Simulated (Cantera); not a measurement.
## Silicon oxide and oxynitride deposition: SiF4 + H2O

Feed: 1 mol SiF4, 30 mol H2O, at 1.33 mbar.

Cantera equilibrium calculation (NASA polynomials, part measured and part estimated; ideal gas, pure solids and liquids). Candidate condensed phases: H2O, Si, SiO2; 38 gas species. The tables hold silica as quartz up to 1696 K and as liquid above; real silica turns to tridymite and cristobalite and melts near 1996 K. The numbers say what is thermodynamically allowed, not how fast it happens.

```
T (K)  log p H2O  log p HF  log p SiF4  log p H2  log p O2  log p OH  n SiO2(α-quartz)  n SiO2(β-quartz)
-----  ---------  --------  ----------  --------  --------  --------  ----------------  ----------------
650        -2.93     -3.80       -5.70    -13.18    -13.48      <-14             0.952                 0
700        -2.93     -3.78       -6.23    -12.24    -12.54    -14.50             0.986                 0
750        -2.93     -3.78       -6.74    -11.43    -11.73    -13.49             0.996                 0
800        -2.93     -3.78       -7.19    -10.71    -11.01    -12.61             0.998                 0
850        -2.93     -3.78       -7.60    -10.08    -10.38    -11.83                 0             0.999
900        -2.93     -3.78       -7.96     -9.52     -9.82    -11.14                 0             1.000
950        -2.93     -3.78       -8.29     -9.01     -9.32    -10.51                 0             1.000
1000       -2.93     -3.78       -8.59     -8.56     -8.87     -9.95                 0             1.000
1050       -2.93     -3.78       -8.86     -8.15     -8.46     -9.45                 0             1.000
1100       -2.93     -3.78       -9.10     -7.77     -8.09     -8.99                 0             1.000
1150       -2.93     -3.78       -9.32     -7.43     -7.74     -8.57                 0             1.000
1200       -2.93     -3.78       -9.53     -7.11     -7.43     -8.18                 0             1.000
1250       -2.93     -3.78       -9.72     -6.82     -7.15     -7.82                 0             1.000
1300       -2.93     -3.78       -9.90     -6.55     -6.88     -7.50                 0             1.000
```
log p: log10 of the partial pressure in bar; n: condensed amount in mol.

From 650 K to 800 K the condensed part is SiO2(α-quartz). From 850 K to 1300 K the condensed part is SiO2(β-quartz). The main Si-bearing gas is SiF4 throughout.
